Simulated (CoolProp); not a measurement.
Vapour-liquid equilibrium of R22 (1) + n-hexane (2) at 321.1 K; x and y are mole fractions of (1).

Model: multi-fluid Helmholtz-energy mixture model, Kamei 1995 and Thol 2019; pair parameters Bell 2016, in CoolProp.

```tsv
x	bubble pressure, mixture model (bar)	bubble pressure, Raoult's law (bar)	y, mixture model	y, Raoult's law
0.05	1.633	1.403	0.694	0.660
0.2	4.873	4.108	0.901	0.902
0.35	7.691	6.812	0.940	0.952
0.5	10.09	9.516	0.958	0.974
0.65	12.27	12.22	0.970	0.986
0.8	14.57	14.92	0.981	0.993
0.95	17.39	17.63	0.995	0.999
```

The largest gap from Raoult's law is +18.6 % in bubble pressure, at x = 0.2. No azeotrope shows between x = 0.05 and 0.95.

The pair parameters rest on a limited set of measurements; away from them the model extrapolates. The gap from Raoult's law changes sign with composition, which may be real or a fault of the pair parameters; it wasn't checked against measurements.
